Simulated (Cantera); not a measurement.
A Cantera script and what it prints.

```python
import numpy as np
import cantera as ct

gas_names = [...]  # 113 gases of nasa_gas.yaml made of C, F, H, Si
cond_names = """
    C(gr) C6H6(L) C7H8(L) C8H18(L),n-octa Si(cr) Si(L) SiC(b)
""".split()


# ... load() reads the species with a 1 bar reference pressure and builds the phases ...
atoms = {
    'CHF3': {'C': 1, 'H': 1, 'F': 3},
    'Si': {'Si': 1},
    'H2': {'H': 2},
}
top_T = {'C(gr)': 4500, 'SiC(b)': 3050}  # K; cautious upper limits of use, not melting points


# ... equilibrate(T, P, feed) seeds the gas with the atoms and calls Mixture.equilibrate('TP', solver="vcs", rtol=1e-11, max_steps=5000) ...
results = []
P = 18  # Pa
for T in [2000, 2100, 2200, 2300, 2400, 2500, 2600, 2700, 2800]:
    for m in [0.38, 1.2, 2.1, 2.9, 3.8, 4.6, 5.5, 6.3, 7.2, 8, 8.8, 9.7, 11]:
        feed = {'CHF3': 1, 'Si': 0.014, 'H2': m}  # mol
        mix = equilibrate(T, P, feed)
        results.append((T, P, feed, dict(zip(mix.species_names, mix.species_moles))))

for T, P, feed, n in results:
    print(f"{T:7g} {feed['H2']:10.4g}  " + (" + ".join(c for c in cond_names if n.get(c, 0) > 1e-12) or "gas only"))
```

It prints:

```
   2000       0.38  C(gr)
   2000        1.2  C(gr)
   2000        2.1  C(gr)
   2000        2.9  C(gr)
   2000        3.8  C(gr)
   2000        4.6  C(gr)
   2000        5.5  C(gr)
   2000        6.3  C(gr)
   2000        7.2  C(gr)
   2000          8  C(gr)
   2000        8.8  C(gr)
   2000        9.7  C(gr)
   2000         11  C(gr)
   2100       0.38  C(gr)
   2100        1.2  C(gr)
   2100        2.1  C(gr)
   2100        2.9  C(gr)
   2100        3.8  C(gr)
   2100        4.6  C(gr)
   2100        5.5  C(gr)
   2100        6.3  C(gr)
   2100        7.2  C(gr)
   2100          8  C(gr)
   2100        8.8  C(gr)
   2100        9.7  C(gr)
   2100         11  C(gr)
   2200       0.38  C(gr)
   2200        1.2  C(gr)
   2200        2.1  C(gr)
   2200        2.9  C(gr)
   2200        3.8  C(gr)
   2200        4.6  C(gr)
   2200        5.5  C(gr)
   2200        6.3  C(gr)
   2200        7.2  C(gr)
   2200          8  C(gr)
   2200        8.8  C(gr)
   2200        9.7  C(gr)
   2200         11  C(gr)
   2300       0.38  C(gr)
   2300        1.2  C(gr)
   2300        2.1  C(gr)
   2300        2.9  C(gr)
   2300        3.8  C(gr)
   2300        4.6  C(gr)
   2300        5.5  C(gr)
   2300        6.3  C(gr)
   2300        7.2  C(gr)
   2300          8  C(gr)
   2300        8.8  C(gr)
   2300        9.7  C(gr)
   2300         11  C(gr)
   2400       0.38  C(gr)
   2400        1.2  C(gr)
   2400        2.1  C(gr)
   2400        2.9  C(gr)
   2400        3.8  C(gr)
   2400        4.6  C(gr)
   2400        5.5  C(gr)
   2400        6.3  C(gr)
   2400        7.2  C(gr)
   2400          8  C(gr)
   2400        8.8  C(gr)
   2400        9.7  C(gr)
   2400         11  C(gr)
   2500       0.38  C(gr)
   2500        1.2  C(gr)
   2500        2.1  C(gr)
   2500        2.9  C(gr)
   2500        3.8  C(gr)
   2500        4.6  C(gr)
   2500        5.5  C(gr)
   2500        6.3  C(gr)
   2500        7.2  C(gr)
   2500          8  C(gr)
   2500        8.8  C(gr)
   2500        9.7  C(gr)
   2500         11  C(gr)
   2600       0.38  C(gr)
   2600        1.2  C(gr)
   2600        2.1  C(gr)
   2600        2.9  C(gr)
   2600        3.8  C(gr)
   2600        4.6  C(gr)
   2600        5.5  C(gr)
   2600        6.3  C(gr)
   2600        7.2  C(gr)
   2600          8  C(gr)
   2600        8.8  C(gr)
   2600        9.7  C(gr)
   2600         11  gas only
   2700       0.38  C(gr)
   2700        1.2  C(gr)
   2700        2.1  gas only
   2700        2.9  gas only
   2700        3.8  gas only
   2700        4.6  gas only
   2700        5.5  gas only
   2700        6.3  gas only
   2700        7.2  gas only
   2700          8  gas only
   2700        8.8  gas only
   2700        9.7  gas only
   2700         11  gas only
   2800       0.38  gas only
   2800        1.2  gas only
   2800        2.1  gas only
   2800        2.9  gas only
   2800        3.8  gas only
   2800        4.6  gas only
   2800        5.5  gas only
   2800        6.3  gas only
   2800        7.2  gas only
   2800          8  gas only
   2800        8.8  gas only
   2800        9.7  gas only
   2800         11  gas only
```

These are equilibrium values from Cantera (NASA tables, ideal gas, pure condensed phases), not measurements of a reactor. The tables' values for SiF2, SiF3 are old estimates.
